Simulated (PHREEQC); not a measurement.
## Hard or scaling water: speciation

A solution holds 0.00024 mol CaSO4, 0.00055 mol Na2HPO4 and 0.005 mol KCl per kg of water, at 20 °C. Closed to the air; pH follows from the charge balance.

All values are PHREEQC results (ion-association model, wateq4f.dat), not measurements.

Precipitation was switched off in this run.

Q: Predict the pH, ionic strength.

A: pH 8.50; ionic strength 0.00739 mol/kgw.

Q: In which forms is Ca present?

A: Ca+2 81 %, CaHPO4 9.8 %, CaPO4- 7.2 %, CaSO4 1.8 % of the Ca.

Saturation is exceeded, for instance for Hydroxyapatite; the values hold only as long as no solid forms. Complexes and solids missing from the database can't appear. H3PO4, which wateq4f.dat lacks, is added to it with the constant of phreeqc.dat.
